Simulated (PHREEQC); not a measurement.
Reverse-osmosis permeate

Model water analysis in mmol/kgw, 20 °C, pH 6.28, pe 11.7: Na 0.0592; K 0.079; Ca 0.283; Mg 0.0173; Cl 0.2; S(6) 0.177; Alkalinity (meq/kgw) 0.185; Cd 0.0229; Cu(2) 0.00104; F 0.000128; Zn 0.001; Li 0.00287; B 0.00544.

Valence states are taken as typed.

The numbers come from PHREEQC with the ion-association model, wateq4f.dat.

No solid was allowed to form.

Task: Estimate the charge-balance error.

Result: charge-balance error 3.5 %.

Task: In which forms is Cu present?

Result: Cu+2 80 %, CuHCO3+ 6.3 %, CuCO3 5.2 %, Cu(OH)2 5.2 %, CuSO4 2.0 %, CuOH+ 1.4 % of the Cu.

Real BF4- forms and hydrolyses slowly; the run takes it at equilibrium.
